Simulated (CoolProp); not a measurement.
Saturation properties of methanol.

Model: reference Helmholtz-energy equation of state, de Reuck 1993, in CoolProp.

```csv
T (°C),p (MPa),vapour density (kg/m³),vapour viscosity (µPa s)
103.45,…,…,11.9
107.15,0.4409,…,12.0
110.75,0.4910,5.564,12.1
114.45,…,6.189,12.2
118.05,0.6065,6.852,12.3
121.75,0.6729,7.596,…
125.45,0.7449,8.408,12.5
129.05,0.8208,9.269,12.6
132.75,0.9051,10.23,12.7
136.35,0.9936,11.25,12.8
140.05,1.092,12.39,12.8
```

Some entries are withheld; supply them.


- 103.45, p (MPa): 0.3939
- 103.45, vapour density (kg/m³): 4.487
- 107.15, vapour density (kg/m³): 5.009
- 114.45, p (MPa): 0.5471
- 121.75, vapour viscosity (µPa s): 12.4

It boils at 64.5 °C under 1 atm.

Viscosity comes from a separate model (Xiang 2006).
